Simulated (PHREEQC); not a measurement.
Consider water at 5 °C with 0.0057 mol PbCl2 and 0.12 mol Cu(NO3)2 per kg of water. Closed to the air; pH follows from the charge balance.

Equilibrium calculation in PHREEQC: ion-association model, phreeqc.dat.

Precipitation was switched off in this run.

Estimate the pH.

pH 4.45.

In which forms is Cl present?

Cl- 95 %, CuCl+ 3.0 %, PbCl+ 1.7 % of the Cl.

Away from 25 °C the constants follow the database's enthalpies or fits; those with neither stay at their 25 °C values.
